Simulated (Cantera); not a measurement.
Charge: 1 mol C3H6, 1.1 mol H2, 2.5 mol CO2, held at 2425 K and 11.0 bar.

Method: chemical equilibrium by Gibbs-energy minimisation in Cantera with the NASA 1993 tables (ideal gas, pure condensed phases). Candidate condensed phases: C, C6H6, C7H8, C8H18, H2O; 110 gas species. Kinetics and transport are ignored.

Question: What is the equilibrium state?

Answer: 
| Quantity | Value |
|---|---|
| x(CO) | 0.549 |
| x(H2) | 0.444 |
| x(H) | 0.00359 |
| x(C2H2 (acetylene)) | 0.00346 |
| x(CH4) | 0.000368 |
| x(H2O) | 7.89e-5 |
| x(CH3) | 5.46e-5 |
| x(CO2) | 1.63e-5 |
| x(C2H4) | 1.62e-5 |
| n(C(graphite)) | 0.433 mol |
| gas amount | 9.112 mol |
